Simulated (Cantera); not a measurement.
Charge: 1 mol SiO₂, 6.2 mol C, 0.47 mol N₂, at 83.0 Pa.

Method: chemical equilibrium by Gibbs-energy minimisation in Cantera with the NASA 1993 tables (ideal gas, pure condensed phases). Candidate condensed phases: C, Si, SiC, SiO₂, Si₂N₂O, Si₃N₄; 34 gas species. Kinetics and transport are ignored.

Question: Which condensed phases are stable at each of these points (T (°C)): 1502, 1577, 1652, 1727, 1802, 1877, 1952, 2027, 2102, 2177, 2252, 2327?

Answer: 
```json
[
 {"T (°C)": "1502", "condensed phases": "C(graphite) + SiC(s)", "Si condensed (%)": "99.0"},
 {"T (°C)": "1577", "condensed phases": "C(graphite) + SiC(s)", "Si condensed (%)": "98.7"},
 {"T (°C)": "1652", "condensed phases": "C(graphite) + SiC(s)", "Si condensed (%)": "98.2"},
 {"T (°C)": "1727", "condensed phases": "C(graphite) + SiC(s)", "Si condensed (%)": "97.4"},
 {"T (°C)": "1802", "condensed phases": "C(graphite) + SiC(s)", "Si condensed (%)": "95.3"},
 {"T (°C)": "1877", "condensed phases": "C(graphite) + SiC(s)", "Si condensed (%)": "90.0"},
 {"T (°C)": "1952", "condensed phases": "C(graphite) + SiC(s)", "Si condensed (%)": "75.4"},
 {"T (°C)": "2027", "condensed phases": "C(graphite) + SiC(s)", "Si condensed (%)": "31.7"},
 {"T (°C)": "2102", "condensed phases": "C(graphite)", "Si condensed (%)": "0.0"},
 {"T (°C)": "2177", "condensed phases": "C(graphite)", "Si condensed (%)": "0.0"},
 {"T (°C)": "2252", "condensed phases": "C(graphite)", "Si condensed (%)": "0.0"},
 {"T (°C)": "2327", "condensed phases": "C(graphite)", "Si condensed (%)": "0.0"}
]
```

From 1502 °C to 2027 °C the condensed part is C(graphite) + SiC(s). From 2102 °C to 2327 °C the condensed part is C(graphite).
